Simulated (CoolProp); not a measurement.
Model: reference Helmholtz-energy equation of state, Lemmon 2006, in CoolProp. It is a short technical equation, of lower accuracy than the large ones.

For acetone, give the phase and the density (kg/m³), cp (kJ/(kg K)), expansivity (1/kK) at 170.65 °C and 124 bar; 185.85 °C and 124 bar.


- 170.65 °C and 124 bar: liquid; density 626, cp 2.57, expansivity 2.23
- 185.85 °C and 124 bar: liquid; density 604, cp 2.64, expansivity 2.45
